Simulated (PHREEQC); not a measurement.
0.017 g of hydrous ferric oxide (600 m²/g; 0.2 weak and 0.005 strong sites per Fe, Dzombak-Morel constants, diffuse double layer) in 1 kg of water with 0.005 mol/kgw of an inert sodium salt, at 25 °C; the pH is set by adding NaOH or the inert anion's acid. Oxygen is held at 0.21 atm. No CO2 enters from the air. No solid was allowed to form.

The numbers come from PHREEQC with the ion-association model, wateq4f.dat.

```csv
pH,surface charge σ (C/m²),surface potential ψ (mV)
4,0.182,194
4.67,0.116,___
5.33,___,144
6,___,114
6.67,0.019,80
7.33,___,44
8,0.001,6
8.67,-0.005,___
9.33,-0.014,-68
10,-0.030,-103
10.67,-0.059,-134
11.33,-0.111,___
12,-0.215,-172
```

Task: Complete the blanks.

Result: 
- 4.67, surface potential ψ (mV): 171
- 5.33, surface charge σ (C/m²): 0.069
- 6, surface charge σ (C/m²): 0.037
- 7.33, surface charge σ (C/m²): 0.008
- 8.67, surface potential ψ (mV): -32
- 11.33, surface potential ψ (mV): -159

Complexes and solids missing from the database can't appear.
